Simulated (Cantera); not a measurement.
Input: 1 mol AlN, 0.43 mol HCl, 0.11 mol O₂, at 800 K and 0.580 bar.

Equilibrium computed with Cantera from the NASA thermochemical tables; the gas is ideal and each condensed phase is pure. Candidate condensed phases: Al, AlCl₃, AlN, Al₂O₃, H₂O, NH₄Cl; 45 gas species. Condensed phases not in the tables: AlOCl. Rates play no part.

Base state: H₂ 0.377, N₂ 0.278, AlCl₃ 0.157, HCl 0.141, Al₂Cl₆ 0.0475, NH₃ 0.000212 (mole fractions); condensed: AlN(s) + Al₂O₃(s).

Problem. What changes in the equilibrium state with this change: pressure from 0.580 bar to 3.20 bar?

Solution. 
```
species          before    after
-------------  --------  -------
H₂                0.377    0.403
N₂                0.278    0.293
HCl               0.141    0.123
AlCl₃             0.157   0.0913
Al₂Cl₆           0.0475   0.0892
NH₃            0.000212  0.00132
AlN(s), mol       0.733    0.729
Al₂O₃(s), mol    0.0733   0.0733
```
